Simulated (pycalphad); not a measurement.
Computed with pycalphad from the COST 507 light-alloy database (1999), at 1 atm. These are 1990s assessments: newer ones move some temperatures and phases. Phase fractions are per mole of atoms.

**Question.** Give the equilibrium state of Al-0.6267Si-3.344Mg (wt.%) at 602 °C.

**Answer.** fcc, fraction 0.850, with 0.19 Si, 2.4 Mg wt.%; liquid, fraction 0.150, with 3.1 Si, 9.0 Mg wt.%.

**Question.** Give the equilibrium state of Al-0.6267Si-3.344Mg (wt.%) at 427 °C.

**Answer.** fcc, fraction 0.982, with <0.01 Si, 2.3 Mg wt.%; MG2SI, fraction 0.018, with 36.6 Si, 63.4 Mg wt.%.

Database names, with the compositions (at.%) that they take in these runs: MG2SI: Mg 67 Si 33.
